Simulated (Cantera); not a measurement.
Feed: 1 mol SiH2Cl2, 3.9 mol N2O, at 0.0413 Torr.

Equilibrium computed with Cantera from the NASA thermochemical tables; the gas is ideal and each condensed phase is pure. Candidate condensed phases: H2O, NH4Cl, Si, SiO2, Si2N2O, Si3N4; 47 gas species. Kinetics and transport are ignored. All values below are at 750 K.

Base state: N2 0.576, HCl 0.247, O2 0.128, H2O 0.0241, Cl2 0.0241, Cl 5.68e-5 (mole fractions); condensed: SiO2(α-quartz).

Question: What changes in the equilibrium state with this change: N2O from 3.9 to 2.6 mol?

Answer: 
```csv
species,before,after
N2,0.576,0.538
HCl,0.247,0.359
O2,0.128,0.0483
Cl2,0.0241,0.0274
H2O,0.0241,0.0274
Cl,5.68e-5,6.05e-5
"SiO2(α-quartz), mol",1.00,1.00
```
